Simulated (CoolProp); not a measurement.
CH3F (R41) along the isotherm 56.85 °C: density (kg/m³) from the reference equation and from simpler models built on Tc = 44.1 °C, pc = 59.06 bar, ω = 0.200; each cubic takes its own stable root.

Model: reference Helmholtz-energy equation of state, Lemmon 2006, in CoolProp. It is a short technical equation, of lower accuracy than the large ones.

```json
[
 {"p (bar)": "0.467", "phase": "gas", "reference": "0.5808"},
 {"p (bar)": "0.885", "phase": "gas", "reference": "1.103"},
 {"p (bar)": "1.68", "phase": "gas", "reference": "2.105"},
 {"p (bar)": "3.18", "phase": "gas", "reference": "4.020"},
 {"p (bar)": "6.03", "phase": "gas", "reference": "7.758"},
 {"p (bar)": "11.4", "phase": "gas", "reference": "15.19"},
 {"p (bar)": "21.7", "phase": "gas", "reference": "31.13"},
 {"p (bar)": "41.1", "phase": "gas", "reference": "70.53"},
 {"p (bar)": "77.9", "phase": "supercritical", "reference": "339.7"},
 {"p (bar)": "148", "phase": "supercritical", "reference": "554.7"}
]
```

**Question.** How far does each simpler model (van der Waals, Redlich-Kwong, Soave-Redlich-Kwong, Peng-Robinson) lie from the reference over these 10 states: mean and median of the absolute difference, and the worst?

**Answer.** 
- van der Waals: mean 6.8 %, median 1.2 %, worst -35.6 % at 56.85 °C and 148 bar
- Redlich-Kwong: mean 4.7 %, median 0.6 %, worst -22.6 % at 56.85 °C and 148 bar
- Soave-Redlich-Kwong: mean 5.5 %, median 0.7 %, worst -23.7 % at 56.85 °C and 148 bar
- Peng-Robinson: mean 3.6 %, median 0.2 %, worst -17.5 % at 56.85 °C and 77.9 bar
